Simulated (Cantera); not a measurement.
Thermodynamics of silicon nitride deposition, feed SiH₂Cl₂ + N₂

A closed system holds: 1 mol SiH₂Cl₂, a varied amount of N₂, at 1825 K and 530 Pa.

Equilibrium computed with Cantera from the NASA thermochemical tables; the gas is ideal and each condensed phase is pure. Candidate condensed phases: NH₄Cl, Si, Si₃N₄; 28 gas species. The tables' values for SiCl₃, SiCl, SiN are old estimates; treat these amounts as uncertain. Gases not in the tables: Si₂H₆ and higher silanes. Equilibrium is a limit: real reactors are often held back by kinetics, nucleation or transport.

From 0.33 mol N₂ to 19 mol N₂ the condensed part is Si(l). The main Si-bearing gas is SiCl₂ throughout.

| n(N₂) (mol) | x N₂ | x H₂ | x SiCl₂ | x HCl | x SiCl₃ | x H | x SiCl | n Si(l) |
|---|---|---|---|---|---|---|---|---|
| 0.33 | 0.141 | 0.331 | 0.326 | 0.190 | 0.00355 | 0.00348 | 0.00154 | 0.224 |
| 0.52 | 0.206 | 0.306 | 0.302 | 0.176 | 0.00316 | 0.00335 | 0.00148 | 0.224 |
| 0.81 | 0.288 | 0.275 | 0.271 | 0.158 | 0.00269 | 0.00317 | 0.00141 | 0.223 |
| 1.3 | 0.393 | 0.234 | 0.231 | 0.134 | 0.00211 | 0.00292 | 0.00130 | 0.222 |
| 2 | 0.499 | 0.193 | 0.190 | 0.111 | 0.00158 | 0.00265 | 0.00118 | 0.221 |
| 3.1 | 0.606 | 0.151 | 0.149 | 0.0869 | 0.00110 | 0.00235 | 0.00104 | 0.220 |
| 4.9 | 0.708 | 0.111 | 0.111 | 0.0642 | 0.000701 | 0.00202 | 0.000899 | 0.218 |
| 7.7 | 0.792 | 0.0792 | 0.0786 | 0.0457 | 0.000421 | 0.00170 | 0.000758 | 0.214 |
| 12 | 0.855 | 0.0548 | 0.0545 | 0.0316 | 0.000243 | 0.00142 | 0.000631 | 0.209 |
| 19 | 0.903 | 0.0364 | 0.0363 | 0.0210 | 0.000132 | 0.00115 | 0.000515 | 0.202 |
x: gas mole fraction; n: condensed amount in mol.
